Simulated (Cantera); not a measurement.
Feed: 1 mol SiH2Cl2, 0.34 mol NO, 99 mol N2, at 0.308 Torr.

These are equilibrium values from Cantera (NASA tables, ideal gas, pure condensed phases), not measurements of a reactor. Candidate condensed phases: H2O, NH4Cl, Si, SiO2, Si2N2O, Si3N4; 47 gas species. Equilibrium is a limit: real reactors are often held back by kinetics, nucleation or transport.

At 873 K, list the 4 most abundant gas species with their mole fractions, and the condensed phases.

N2 0.981, HCl 0.0163, H2 0.00179, SiCl4 0.000897. Condensed: Si2N2O(s) + Si3N4(s).
